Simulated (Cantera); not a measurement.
A closed system holds: 1 mol V₂O₃, a varied amount of H₂, 42 mol N₂, held at 1973 K and 1.00 bar.

These are equilibrium values from Cantera (NASA tables, ideal gas, pure condensed phases), not measurements of a reactor. Candidate condensed phases: H₂O, V, VN, VO, V₂O₃, V₂O₄, V₂O₅; 28 gas species. VO: taken at fixed stoichiometry. Rates play no part.

Q: At 54 mol H₂, list the 4 most abundant gas species with their mole fractions, and the condensed phases.

A: H₂ 0.551, N₂ 0.437, H₂O 0.0104, H 0.00100. Condensed: VO(s).
